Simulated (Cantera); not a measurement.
Input: 1 mol Al₂O₃, 8.4 mol Cl₂, 0.18 mol O₂, at 0.100 bar.

Method: chemical equilibrium by Gibbs-energy minimisation in Cantera with the NASA 1993 tables (ideal gas, pure condensed phases). Candidate condensed phases: Al, AlCl₃, Al₂O₃; 17 gas species. Equilibrium is a limit: real reactors are often held back by kinetics, nucleation or transport.

log p: log10 of the partial pressure in bar; n: condensed amount in mol.

```
T (°C)  log p Cl₂  log p Cl  log p O₂  log p AlCl₃  log p ClO  log p O  n Al₂O₃(s)
------  ---------  --------  --------  -----------  ---------  -------  ----------
875         -1.01     -3.08     -2.68        -5.51      -5.78    -9.44       1.000
900         -1.01     -2.96     -2.68        -5.28      -5.68    -9.19       1.000
925         -1.02     -2.84     -2.68        -5.05      -5.59    -8.96       1.000
950         -1.02     -2.73     -2.68        -4.83      -5.50    -8.73       0.999
975         -1.02     -2.63     -2.68        -4.63      -5.41    -8.52       0.999
1000        -1.02       [?]     -2.68          [?]        [?]      [?]       0.998
1025        -1.03     -2.43     -2.68        -4.24      -5.25    -8.11       0.997
1050        -1.03     -2.33     -2.68        -4.06      -5.17    -7.91       0.996
1075        -1.04       [?]     -2.67          [?]        [?]      [?]       0.994
1100        -1.04     -2.16     -2.67        -3.74      -5.03    -7.54       0.992
```

Task: What belongs in the gaps?

Result: 
- 1075, log p Cl: -2.24
- 1075, log p AlCl₃: -3.89
- 1075, log p ClO: -5.10
- 1075, log p O: -7.73
- 1000, log p Cl: -2.52
- 1000, log p AlCl₃: -4.43
- 1000, log p ClO: -5.33
- 1000, log p O: -8.31
